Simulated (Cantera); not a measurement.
Input: 1 mol borazine, 1.1 mol H2, at 233 Torr.

Cantera equilibrium calculation (NASA polynomials, part measured and part estimated; ideal gas, pure solids and liquids). Candidate condensed phases: B, BN; 15 gas species. The feed counts by its element totals alone. Mutual solubility and eutectic melting of coexisting phases are not modelled. The tables' values for BH2 are old estimates; treat these amounts as uncertain. Gases not in the tables: B2H6 and higher boranes. Equilibrium is a limit: real reactors are often held back by kinetics, nucleation or transport.

x: gas mole fraction; n: condensed amount in mol.

| T (K) | x H2 | x H | x N2 | x BH2 | x BH3 | n BN(s) | n B(s) |
|---|---|---|---|---|---|---|---|
| 975 | 1.00 | 2.05e-9 | <1e-12 | 6.44e-12 | 1.87e-10 | 3.00 | 0 |
| 1075 | 1.00 | 2.64e-8 | 7.51e-11 | 1.13e-10 | 1.02e-9 | 3.00 | 0 |
| 1175 | 1.00 | … | … | 1.55e-9 | … | 3.00 | 0 |
| 1275 | 1.000 | 1.32e-6 | 1.91e-8 | 1.77e-8 | 2.64e-8 | 3.00 | 0 |
| 1375 | 1.000 | 6.15e-6 | 1.23e-7 | 1.47e-7 | 1.08e-7 | 3.00 | 0 |
| 1475 | 1.000 | … | … | 9.07e-7 | … | 3.00 | 0 |
| 1575 | 1.000 | 7.46e-5 | 2.67e-6 | 4.35e-6 | 1.01e-6 | 3.00 | 0 |
| 1675 | 1.000 | 0.000209 | 9.76e-6 | 1.71e-5 | 2.47e-6 | 3.00 | 0 |
| 1775 | 0.999 | 0.000520 | 3.12e-5 | 5.70e-5 | 5.40e-6 | 3.00 | 0 |
| 1875 | 0.999 | 0.00118 | 8.85e-5 | 0.000166 | 1.08e-5 | 3.00 | 0 |
| 1975 | 0.997 | 0.00245 | 0.000260 | 0.000403 | 1.86e-5 | 3.00 | 0.000402 |
| 2075 | 0.993 | 0.00477 | 0.00112 | 0.000704 | 2.38e-5 | 2.99 | 0.00618 |
| 2175 | 0.986 | 0.00871 | 0.00419 | 0.00116 | 2.96e-5 | 2.97 | 0.0297 |
| 2275 | 0.969 | 0.0150 | 0.0140 | 0.00181 | 3.54e-5 | 2.88 | 0.109 |

Task: What belongs in the gaps?

Result: 
- 1475, x H: 2.33e-5
- 1475, x N2: 6.26e-7
- 1475, x BH3: 3.61e-7
- 1175, x H: 2.20e-7
- 1175, x N2: 1.95e-9
- 1175, x BH3: 5.29e-9
